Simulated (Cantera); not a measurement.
Feed: 1 mol SiC, 0.18 mol H2O, 140 mol N2, at 8.10 bar.

Cantera equilibrium calculation (NASA polynomials, part measured and part estimated; ideal gas, pure solids and liquids). Candidate condensed phases: C, C6H6, C7H8, C8H18, H2O, Si, SiC, SiO2, Si2N2O, Si3N4; 151 gas species. Mutual solubility and eutectic melting of coexisting phases are not modelled. Kinetics and transport are ignored.

**Question.** At 1400 °C, list the 4 most abundant gas species with their mole fractions, and the condensed phases.

**Answer.** N2 0.998, H2 0.00123, CO 0.000329, HCN 0.000111. Condensed: C(graphite) + Si2N2O(s) + Si3N4(s).
